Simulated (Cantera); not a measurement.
Cantera run, input and output.

```python
import numpy as np
import cantera as ct

gas = ct.Solution("SiF4_NH3_mec.yaml", "gas")
gas.TPX = 2225, 100000, {'NH3': 0.38, 'H2': 0.12}
reactor = ct.IdealGasConstPressureReactor(gas, energy="off", clone=False)
net = ct.ReactorNet([reactor])
net.rtol, net.atol = 1e-08, 1e-18
show = ['NH3', 'H2', 'N2', 'NH', 'N']
times = np.geomspace(2e-06, 1, 13)

steps = ct.SolutionArray(gas, extra=["t"])
rows = []
print(f"{'t/s':>10s}{'T/K':>9s}{'P/Pa':>11s}" + "".join(f"{s:>11s}" for s in show))
for t in times:
    while net.time < t:
        t_next = net.step()
        steps.append(gas.state, t=t_next)
    rows.append([np.interp(t, steps.t, y) for y in (steps.T, steps.P, *steps(*show).X.T)])
    print(f"{t:10.3e}{rows[-1][0]:9.1f}{rows[-1][1]:11.4g}" + "".join(f"{x:11.3e}" for x in rows[-1][2:]))
rate = np.gradient(steps.T, steps.t)
print("integrator steps:", len(steps.t))
if steps.T.max() > steps.T[0] + 200:
    print(f"time of steepest temperature rise: {steps.t[rate.argmax()]:.4e} s")
gas.TPX = 2225, 100000, {'NH3': 0.38, 'H2': 0.12}
gas.equilibrate("TP")
print(f"equilibrium (TP): T = {gas.T:.1f} K  " + "  ".join(f"{s} {gas[s].X[0]:.3e}" for s in show))
```

It prints:

```
       t/s      T/K       P/Pa        NH3         H2         N2         NH          N
 2.000e-06   2225.0      1e+05  7.596e-01  2.401e-01  3.588e-09  4.533e-07  1.642e-09
 5.970e-06   2225.0      1e+05  7.589e-01  2.403e-01  1.062e-06  4.825e-06  6.694e-08
 1.782e-05   2225.0      1e+05  7.565e-01  2.411e-01  1.295e-04  3.105e-05  1.083e-06
 5.318e-05   2225.0      1e+05  7.481e-01  2.465e-01  2.138e-03  5.752e-05  2.679e-06
 1.587e-04   2225.0      1e+05  7.228e-01  2.646e-01  9.345e-03  5.823e-05  2.822e-06
 4.738e-04   2225.0      1e+05  6.542e-01  3.138e-01  2.893e-02  5.803e-05  3.063e-06
 1.414e-03   2225.0      1e+05  4.963e-01  4.270e-01  7.397e-02  5.569e-05  3.490e-06
 4.221e-03   2225.0      1e+05  2.456e-01  6.066e-01  1.455e-01  4.648e-05  3.965e-06
 1.260e-02   2225.0      1e+05  4.517e-02  7.496e-01  2.027e-01  2.687e-05  4.173e-06
 3.761e-02   2225.0      1e+05  1.034e-03  7.784e-01  2.150e-01  3.944e-06  1.563e-06
 1.122e-01   2225.0      1e+05  1.366e-04  7.789e-01  2.152e-01  5.597e-07  2.299e-07
 3.350e-01   2225.0      1e+05  3.780e-05  7.789e-01  2.153e-01  1.550e-07  6.371e-08
 1.000e+00   2225.0      1e+05  1.247e-05  7.789e-01  2.153e-01  5.116e-08  2.102e-08
integrator steps: 1482
equilibrium (TP): T = 2225.0 K  NH3 4.586e-06  H2 7.790e-01  N2 2.153e-01  NH 1.881e-08  N 7.732e-09
```

Computed with Cantera and the gas-phase N/H chemistry of the illustrative SiF4/NH3 mechanism in the Surface Chemkin manual (1991). Walls and surfaces, which speed up NH3 decomposition in real reactors, are not modelled.
